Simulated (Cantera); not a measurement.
**Reactions in the system Cr-H-N-O**

Source: NASA polynomial tables (part measured, part estimated), evaluated in Cantera. Values are per mole of reaction as written; species without (g) are pure solids or liquids, kept so even where they would boil at 1 bar.

2 Cr + NH3(g) + 3 O(g) ⇌ Cr2N + 3 OH(g)

| T (K) | ΔH° (kJ) | ΔS° (J/K) | ΔG° (kJ) | log10 K |
|---|---|---|---|---|
| 675 | -706.7 | -101.6 | -638.1 | 49.38 |
| 725 | -706.6 | -101.4 | -633.0 | 45.61 |
| 775 | -706.5 | -101.3 | -628.0 | 42.32 |
| 825 | -706.4 | -101.2 | -622.9 | 39.44 |
| 875 | -706.3 | -101.1 | -617.9 | 36.88 |
| 925 | -706.3 | -101.1 | -612.8 | 34.60 |
| 975 | -706.3 | -101.0 | -607.8 | 32.56 |
